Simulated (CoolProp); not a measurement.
Computed with CoolProp (reference Helmholtz-energy equation of state, Thol 2012).

Task: For benzene, give the phase and the Z, cp (kJ/(kg K)), expansivity (1/kK), viscosity (µPa s) at 578.7 K and 738 kPa; 620 K and 738 kPa.

Result: 
- 578.7 K and 738 kPa: gas; Z 0.952, cp 2.04, expansivity 2.03, viscosity 14.6
- 620 K and 738 kPa: gas; Z 0.962, cp 2.13, expansivity 1.84, viscosity 15.6

Viscosity comes from a separate model (Avgeri 2014).
